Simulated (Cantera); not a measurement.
A closed system holds: 1 mol CHF₃, equilibrated at 3.90 mbar.

These are equilibrium values from Cantera (NASA tables, ideal gas, pure condensed phases), not measurements of a reactor. Candidate condensed phases: C, C₆H₆, C₇H₈, C₈H₁₈; 110 gas species. Ions and electrons are included (thermal ionisation). Gases not in the tables: C₂F₆ and larger saturated fluorocarbons. Rates play no part.

Problem. What share of the C ends up in condensed phases as a function of T (K), at 2000, 2500, 3000, 3500, 4000, 4500, 5000?

Solution. 
```json
[
 {"T (K)": "2000", "C condensed (%)": "44.7", "as": "C(graphite)"},
 {"T (K)": "2500", "C condensed (%)": "65.3", "as": "C(graphite)"},
 {"T (K)": "3000", "C condensed (%)": "0.0", "as": "-"},
 {"T (K)": "3500", "C condensed (%)": "0.0", "as": "-"},
 {"T (K)": "4000", "C condensed (%)": "0.0", "as": "-"},
 {"T (K)": "4500", "C condensed (%)": "0.0", "as": "-"},
 {"T (K)": "5000", "C condensed (%)": "0.0", "as": "-"}
]
```
